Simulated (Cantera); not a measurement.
Feed: 1 mol Si, 1.8 mol Cl2, 0.71 mol H2, at 925 K and 1100000 Pa.

Equilibrium computed with Cantera from the NASA thermochemical tables; the gas is ideal and each condensed phase is pure. Candidate condensed phases: Si; 19 gas species. The tables' values for SiCl3 are old estimates; treat these amounts as uncertain. Rates play no part.

Base state: SiCl4 0.436, H2 0.356, SiHCl3 0.196, SiH2Cl2 0.00866, HCl 0.00288, SiCl3 0.000607, SiH3Cl 9.44e-5, SiCl2 3.35e-5 (mole fractions); condensed: Si(s).

Q: What changes in the equilibrium state with this change: pressure from 1100000 Pa to 13300 Pa?

A: 
```json
[
 {"species": "SiCl4", "before": "0.436", "after": "0.506"},
 {"species": "H2", "before": "0.356", "after": "0.404"},
 {"species": "SiHCl3", "before": "0.196", "after": "0.0774"},
 {"species": "SiH3Cl", "before": "9.44e-5", "after": "4.32e-6"},
 {"species": "SiCl2", "before": "3.35e-5", "after": "0.000328"},
 {"species": "SiH2Cl2", "before": "0.00866", "after": "0.00116"},
 {"species": "Si(s), mol", "before": "0.0192", "after": "0.0711"}
]
```
